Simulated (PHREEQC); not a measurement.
HNO3 is added in steps, without added water, to 1 kg of water holding 170 mmol/kgw KOH, 11 mmol/kgw KNO3 and 0.11 mmol/kgw KH2PO4, at 25 °C. Oxygen alone is held at its pressure in air (log pO2 = -0.68). No CO2 enters from the air. Precipitation was switched off in this run.

Base run: PHREEQC, ion-association model, wateq4f.dat. Each further column changes one thing. The table gives H2PO4- (mol/kgw).

```csv
HNO3 added (mol),base,Debye-Hückel limiting law,Davies equation for every ion,database phreeqc.dat,metal-ligand complexes left out
0,2.37e-12,6.59e-13,2.31e-12,1.93e-12,2.38e-12
0.033,3.62e-12,1.01e-12,3.52e-12,2.95e-12,3.64e-12
0.077,7.69e-12,2.18e-12,7.47e-12,6.30e-12,7.74e-12
0.11,1.78e-11,5.17e-12,1.73e-11,1.47e-11,1.80e-11
0.143,7.74e-11,2.43e-11,7.52e-11,6.54e-11,7.91e-11
0.187,4.54e-5,5.97e-5,4.72e-5,4.54e-5,4.54e-5
0.22,2.17e-5,3.37e-5,2.28e-5,2.17e-5,2.17e-5
```

H3PO4, which wateq4f.dat lacks, is added to it with the constant of phreeqc.dat.  phreeqc.dat and wateq4f.dat share most of their constants, so their agreement is no independent check.
